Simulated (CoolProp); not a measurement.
A single-stage vapour-compression cycle with c-C4F8 (RC318): evaporating at 282.15 K (dew point), condensing at 330.15 K (bubble point), superheat 2 K, subcooling 5 K, compressor efficiency 0.75, no pressure losses. Each further row changes one setting.

Model: reference Helmholtz-energy equation of state, Platzer 1990, in CoolProp. This equation is an older, rougher fit; its heat capacities, sound speeds and derivatives of the liquid may be far off and weren't checked against measurements.

```csv
case,cooling COP,pressure ratio,discharge temperature (K),refrigerating effect (kJ/kg),volumetric capacity (kJ/m³)
as stated,3.14,4.29,330.1,64.0,1050
evaporating temperature 287.15 K,3.74,3.59,330.1,67.4,1310
condensing temperature 325.15 K,3.73,3.77,325.1,69.9,1150
subcooling 10 K,3.43,4.29,330.1,69.9,1150
superheat 12 K,3.29,4.29,330.1,71.9,1130
compressor efficiency 0.65,2.72,4.29,330.1,64.0,1050
```

The compression ends wet for: as stated; evaporating temperature 287.15 K; condensing temperature 325.15 K; subcooling 10 K; superheat 12 K; compressor efficiency 0.65.
